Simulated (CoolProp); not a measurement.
100 sccm (0 °C, 1 atm) of nitrogen bubbles through liquid ethanol at 311.3 K and leaves saturated at a total pressure of 0.15 MPa (ideal gas phase). Each further row changes one setting.

Computed with CoolProp (reference Helmholtz-energy equation of state, Schroeder 2014).

```json
[
 {"case": "as stated", "vapour pressure (kPa)": "16.2", "mole fraction of vapour": "[?]", "delivery (mg/min)": "25.0", "delivery (sccm)": "[?]", "change of delivery for a bath 1 K warmer (%)": "6.0"},
 {"case": "bath temperature 316.3 K", "vapour pressure (kPa)": "21.0", "mole fraction of vapour": "0.140", "delivery (mg/min)": "[?]", "delivery (sccm)": "[?]", "change of delivery for a bath 1 K warmer (%)": "6.0"},
 {"case": "total pressure 0.3 MPa", "vapour pressure (kPa)": "16.2", "mole fraction of vapour": "0.0541", "delivery (mg/min)": "11.8", "delivery (sccm)": "[?]", "change of delivery for a bath 1 K warmer (%)": "[?]"}
]
```

**Question.** Some entries are withheld; supply them.

**Answer.** 
- as stated, mole fraction of vapour: 0.108
- as stated, delivery (sccm): 12.1
- bath temperature 316.3 K, delivery (mg/min): 33.5
- bath temperature 316.3 K, delivery (sccm): 16.3
- total pressure 0.3 MPa, delivery (sccm): 5.72
- total pressure 0.3 MPa, change of delivery for a bath 1 K warmer (%): 5.7
